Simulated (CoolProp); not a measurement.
Properties of hexamethyldisiloxane (MM) along the isobar 2.59 MPa.

Values from CoolProp's reference Helmholtz-energy equation of state, Thol 2016.

| T (K) | phase | Z | speed of sound (m/s) | expansivity (1/kK) | fugacity coefficient |
|---|---|---|---|---|---|
| 379.1 | liquid | 0.1973 | 635.8 | 1.717 | 0.05158 |
| 384 | liquid | 0.1965 | 620.5 | 1.752 | 0.05855 |
| 388.9 | liquid | (withheld) | 605.3 | 1.790 | 0.06615 |
| 393.7 | liquid | 0.1950 | 590.4 | 1.829 | 0.07425 |
| 398.6 | liquid | 0.1944 | 575.2 | 1.872 | 0.08320 |
| 403.5 | liquid | (withheld) | 559.9 | 1.918 | 0.09286 |
| 408.3 | liquid | (withheld) | 545.0 | 1.966 | (withheld) |
| 413.2 | liquid | (withheld) | 529.8 | (withheld) | 0.1141 |
| 418.1 | liquid | 0.1926 | 514.6 | 2.076 | (withheld) |
| 422.9 | liquid | 0.1923 | 499.6 | 2.137 | 0.1383 |
| 427.8 | liquid | 0.1921 | 484.3 | 2.203 | 0.1517 |
| 432.7 | liquid | 0.1920 | (withheld) | 2.276 | 0.1658 |
| 437.5 | liquid | 0.1921 | 453.8 | 2.354 | 0.1804 |

Problem. What belongs in the gaps?

Solution. 
- 388.9, Z: 0.1957
- 403.5, Z: 0.1938
- 408.3, Z: 0.1933
- 408.3, fugacity coefficient: 0.1030
- 413.2, Z: 0.1929
- 413.2, expansivity (1/kK): 2.019
- 418.1, fugacity coefficient: 0.1260
- 432.7, speed of sound (m/s): 468.9
